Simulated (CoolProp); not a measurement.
Vapour-liquid equilibrium of acetone (1) + n-dodecane (2) at 0.136 MPa; x and y are mole fractions of (1).

Model: multi-fluid Helmholtz-energy mixture model, Lemmon 2006 and Lemmon 2004; pair parameters Bell 2016, in CoolProp.

| x | bubble temperature, mixture model (°C) | bubble temperature, Raoult's law (°C) | y, mixture model | y, Raoult's law |
|---|---|---|---|---|
| 0.05 | 187.0 | 179.9 | 0.648 | 0.727 |
| 0.125 | 135.5 | 143.5 | 0.936 | 0.922 |
| 0.2 | 106.9 | 123.7 | 0.982 | 0.966 |
| 0.275 | 91.1 | 110.7 | 0.992 | 0.982 |
| 0.35 | 82.3 | 101.3 | 0.995 | 0.990 |
| 0.425 | 77.4 | 94.0 | 0.997 | 0.994 |
| 0.5 | 74.7 | 88.1 | 0.997 | 0.996 |
| 0.575 | 73.3 | 83.1 | 0.998 | 0.997 |
| 0.65 | 72.3 | 78.9 | 0.998 | 0.998 |
| 0.725 | 71.3 | 75.3 | 0.998 | 0.999 |
| 0.8 | 70.1 | 72.0 | 0.998 | 0.999 |
| 0.875 | 68.5 | 69.2 | 0.999 | 1.000 |
| 0.95 | 66.5 | 66.6 | 0.999 | 1.000 |

The largest gap from Raoult's law is -19.6 K in bubble temperature, at x = 0.275. No azeotrope shows between x = 0.05 and 0.95.

Pair parameters are fitted to limited data, so mixtures are less certain than the pure fluids. The gap from Raoult's law changes sign with composition, which may be real or a fault of the pair parameters; it wasn't checked against measurements. With so large a gap from Raoult's law the liquid may split in two, which this calculation doesn't test in full.
